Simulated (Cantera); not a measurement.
A perfectly stirred reactor is fed with CH₄ : H₂ = 1 : 10 (molar parts), at 21000 Pa; it is held at 1425 K, and followed from long to short residence time.

Computed with Cantera and GRI-Mech 3.0 (53 species, 325 reactions). GRI-Mech 3.0 stops at C3 and has no aromatics, soot or wall deposition, so with more carbon than oxygen in the feed, carbon stays in small species such as C2H2 where larger ones or solid carbon would form.

Question: Predict: x(CH₄) at τ = 15.0 s; x(H₂) at τ = 15.0 s; x(H) at τ = 15.0 s; x(C₂H₄) at τ = 15.0 s; x(C₂H₆) at τ = 15.0 s; x(CH₄) at τ = 40.0 ms; x(H₂) at τ = 40.0 ms; x(H) at τ = 40.0 ms; x(C₂H₄) at τ = 40.0 ms; x(C₂H₆) at τ = 40.0 ms.

Answer: 
```json
{
  "x(CH₄) at τ = 15.0 s": "0.0715",
  "x(H₂) at τ = 15.0 s": "0.920",
  "x(H) at τ = 15.0 s": "1.25e-5",
  "x(C₂H₄) at τ = 15.0 s": "0.00100",
  "x(C₂H₆) at τ = 15.0 s": "6.47e-6",
  "x(CH₄) at τ = 40.0 ms": "0.0908",
  "x(H₂) at τ = 40.0 ms": "0.909",
  "x(H) at τ = 40.0 ms": "1.03e-5",
  "x(C₂H₄) at τ = 40.0 ms": "2.37e-5",
  "x(C₂H₆) at τ = 40.0 ms": "5.40e-6"
}
```
